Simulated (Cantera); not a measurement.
A perfectly stirred reactor is fed with C₂H₆ : N₂ = 1 : 44 (molar parts), at 340 Pa; it is held at 1348 K, and followed from long to short residence time.

Computed with Cantera and GRI-Mech 3.0 (53 species, 325 reactions). GRI-Mech 3.0 stops at C3 and has no aromatics, soot or wall deposition, so with more carbon than oxygen in the feed, carbon stays in small species such as C2H2 where larger ones or solid carbon would form. Radical loss at walls, strong at low pressure, is not modelled.

Question: What does this change do: pressure from 340 Pa to 100000 Pa?

Answer: 
| quantity | before | after |
|---|---|---|
| x(C₂H₆) at τ = 0.790 s | 0.00179 | 0.000148 |
| x(C₂H₂) at τ = 0.790 s | 0.0104 | 0.0169 |
| x(C₂H₄) at τ = 0.790 s | 0.00572 | 0.00177 |
| x(H₂) at τ = 0.790 s | 0.0232 | 0.0330 |
| x(HCN) at τ = 0.790 s | 2.54e-7 | 2.42e-9 |
| x(C₂H₆) at τ = 32.0 ms | 0.0170 | 0.00141 |
| x(C₂H₂) at τ = 32.0 ms | 0.000207 | 0.0117 |
| x(C₂H₄) at τ = 32.0 ms | 0.00381 | 0.00632 |
| x(H₂) at τ = 32.0 ms | 0.00381 | 0.0275 |
| x(HCN) at τ = 32.0 ms | 4.34e-8 | 3.08e-9 |

Question: What does this change do: temperature 1348 to 1898 K?

Answer: 
```
quantity                  before     after
----------------------  --------  --------
x(C₂H₆) at τ = 0.790 s   0.00179   1.24e-5
x(C₂H₂) at τ = 0.790 s    0.0104    0.0200
x(C₂H₄) at τ = 0.790 s   0.00572   9.13e-5
x(H₂) at τ = 0.790 s      0.0232    0.0394
x(HCN) at τ = 0.790 s    2.54e-7  0.000534
x(C₂H₆) at τ = 32.0 ms    0.0170  0.000275
x(C₂H₂) at τ = 32.0 ms  0.000207    0.0161
x(C₂H₄) at τ = 32.0 ms   0.00381   0.00137
x(H₂) at τ = 32.0 ms     0.00381    0.0315
x(HCN) at τ = 32.0 ms    4.34e-8  0.000114
```
